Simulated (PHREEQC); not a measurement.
Synthetic water in mmol/kgw, 25 °C, pH 7.14:

```
constituent           mmol/kgw
--------------------  --------
Na                         193
K                         1.43
Ca                        6.96
Mg                        10.1
Cl                         212
S(6)                      4.54
Alkalinity (meq/kgw)    0.0189
Sr                      0.0622
```

Valence states are taken as typed.

All values are PHREEQC results (Pitzer model, pitzer.dat), not measurements.

Question: The ionic strength comes out as 0.246 mol/kgw. What activity coefficients do Mg+2, Na+, Sr+2, Cl-, K+ get?

Answer: Mg+2 0.30, Na+ 0.74, Sr+2 0.29, Cl- 0.70, K+ 0.72. Single-ion values are on the MacInnes scale.

No solid was allowed to form.
